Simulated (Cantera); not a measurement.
## MgO + CO + H2 (carbothermic reduction)

Charge: 1 mol MgO, 2.3 mol CO, 7.1 mol H2, held at 1650 K.

These are equilibrium values from Cantera (NASA tables, ideal gas, pure condensed phases), not measurements of a reactor. Candidate condensed phases: C, C6H6, C7H8, C8H18, H2O, Mg, MgCO3, MgO, Mg(OH)2; 116 gas species. Kinetics and transport are ignored.

From 10.0 Pa to 1000000 Pa the condensed part is MgO(s). The main Mg-bearing gas is Mg throughout.

| P (Pa) | x H2 | x CO | x Mg | x H2O | x H | n MgO(s) |
|---|---|---|---|---|---|---|
| 10 | 0.721 | 0.238 | 0.0164 | 0.0149 | 0.00772 | 0.842 |
| 68 | 0.742 | 0.242 | 0.00638 | 0.00580 | 0.00300 | 0.939 |
| 460 | 0.750 | 0.244 | 0.00247 | 0.00224 | 0.00116 | 0.977 |
| 3200 | 0.753 | 0.244 | 0.000937 | 0.000852 | 0.000441 | 0.991 |
| 22000 | 0.755 | 0.245 | 0.000350 | 0.000332 | 0.000168 | 0.997 |
| 150000 | 0.755 | 0.244 | 3.77e-5 | 0.000452 | 6.44e-5 | 1.000 |
| 1000000 | 0.751 | 0.243 | 8.98e-7 | 0.00284 | 2.49e-5 | 1.000 |
x: gas mole fraction; n: condensed amount in mol.
